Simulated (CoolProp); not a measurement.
A simple Rankine cycle with CH2F2 (R32): condensing at 298.15 K, boiler at 4.41 MPa, turbine inlet 353.4 K, turbine efficiency 0.65, pump efficiency 0.8, no recuperator. Each further row changes one setting.

Computed with CoolProp (reference Helmholtz-energy equation of state, Tillner-Roth 1997).

```csv
case,thermal efficiency (%),net work (kJ/kg),heat in (kJ/kg),turbine exit temperature (K),volume ratio over the turbine
as stated,6.3,17.9,282,298.1,2.53
turbine inlet 373.4 K,6.9,21.9,318,315.9,2.46
condensing temperature 290.15 K,7.5,22.3,297,290.2,3.15
boiler pressure 3.09 MPa,4.6,14.5,314,318.7,1.75
turbine efficiency 0.55,5.2,14.6,282,298.1,2.56
```

The expansion ends wet for: as stated; condensing temperature 290.15 K; turbine efficiency 0.55.
